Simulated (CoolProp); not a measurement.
Vapour-liquid equilibrium of diethyl ether (1) + n-hexane (2) at 213 kPa; x and y are mole fractions of (1).

The numbers come from the multi-fluid Helmholtz-energy mixture model, Thol 2014 and Thol 2019; pair parameters Bell 2016 in CoolProp.

```tsv
x	bubble temperature (°C)	y at the bubble point	dew temperature at overall composition x (°C)	liquid density (mol/L)
0.05	90.6	0.135	93.0	6.919
0.15	84.3	0.338	90.1	7.128
0.25	79.2	0.483	87.1	7.332
0.35	75.1	0.595	83.9	7.535
0.45	71.5	0.685	80.4	7.743
0.55	68.4	0.760	76.8	7.956
0.65	65.6	0.825	72.9	8.176
0.75	62.9	0.882	68.8	8.405
0.85	60.5	0.933	64.4	8.644
0.95	58.3	0.979	59.7	8.894
```

No azeotrope shows between x = 0.05 and 0.95.

The pair parameters rest on a limited set of measurements; away from them the model extrapolates.
